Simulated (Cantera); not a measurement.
Charge: 1 mol LiCl, 0.13 mol HCl, 11 mol H2, at 998 K.

These are equilibrium values from Cantera (NASA tables, ideal gas, pure condensed phases), not measurements of a reactor. Candidate condensed phases: Li, LiCl, LiH; 11 gas species. The numbers say what is thermodynamically allowed, not how fast it happens.

Q: What share of the Li ends up in condensed phases as a function of P (Pa), at 0.100, 1, 10, 100, 1000, 10000, 100000?

A: 
```json
[
 {"P (Pa)": "0.100", "Li condensed (%)": "0.0", "as": "-"},
 {"P (Pa)": "1", "Li condensed (%)": "0.0", "as": "-"},
 {"P (Pa)": "10", "Li condensed (%)": "0.0", "as": "-"},
 {"P (Pa)": "100", "Li condensed (%)": "0.0", "as": "-"},
 {"P (Pa)": "1000", "Li condensed (%)": "3.1", "as": "LiCl(l)"},
 {"P (Pa)": "10000", "Li condensed (%)": "90.8", "as": "LiCl(l)"},
 {"P (Pa)": "100000", "Li condensed (%)": "99.1", "as": "LiCl(l)"}
]
```
